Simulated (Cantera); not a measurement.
# Abatement and gas-phase synthesis: NF3 + H2 + O2

Feed: 1 mol NF3, 2.6 mol H2, 5.7 mol O2, equilibrated at 22.5 Torr.

Method: chemical equilibrium by Gibbs-energy minimisation in Cantera with the NASA 1993 tables (ideal gas, pure condensed phases). Candidate condensed phases: H2O; 40 gas species. Kinetics and transport are ignored.

From 2250 K to 3150 K nothing is condensed.

| T (K) | x O2 | x O | x HF | x H | x H2O | x OH | x N2 | x F | x NO |
|---|---|---|---|---|---|---|---|---|---|
| 2250 | 0.507 | 0.0152 | 0.303 | 0.00152 | 0.100 | 0.0182 | 0.0479 | 0.000371 | 0.00540 |
| 2325 | 0.498 | 0.0234 | 0.301 | 0.00275 | 0.0958 | 0.0234 | 0.0471 | 0.000565 | 0.00622 |
| 2400 | 0.486 | 0.0349 | 0.298 | 0.00475 | 0.0901 | 0.0294 | 0.0462 | 0.000842 | 0.00706 |
| 2475 | 0.471 | 0.0507 | 0.293 | 0.00788 | 0.0831 | 0.0358 | 0.0452 | 0.00123 | 0.00789 |
| 2550 | 0.452 | 0.0716 | 0.288 | 0.0125 | 0.0748 | 0.0424 | 0.0439 | 0.00177 | 0.00868 |
| 2625 | 0.427 | 0.0984 | 0.281 | 0.0191 | 0.0652 | 0.0486 | 0.0425 | 0.00251 | 0.00939 |
| 2700 | 0.398 | 0.132 | 0.272 | 0.0280 | 0.0546 | 0.0537 | 0.0409 | 0.00354 | 0.00999 |
| 2775 | 0.365 | 0.171 | 0.261 | 0.0393 | 0.0437 | 0.0571 | 0.0392 | 0.00495 | 0.0104 |
| 2850 | 0.326 | 0.217 | 0.249 | 0.0527 | 0.0330 | 0.0581 | 0.0373 | 0.00693 | 0.0107 |
| 2925 | 0.285 | 0.268 | 0.235 | 0.0676 | 0.0236 | 0.0565 | 0.0354 | 0.00969 | 0.0107 |
| 3000 | 0.242 | 0.321 | 0.219 | 0.0832 | 0.0158 | 0.0525 | 0.0335 | 0.0135 | 0.0106 |
| 3075 | 0.199 | 0.375 | 0.202 | 0.0989 | 0.0101 | 0.0468 | 0.0317 | 0.0188 | 0.0102 |
| 3150 | 0.158 | 0.425 | 0.184 | 0.114 | 0.00619 | 0.0402 | 0.0301 | 0.0259 | 0.00964 |
x: gas mole fraction; nothing condenses.
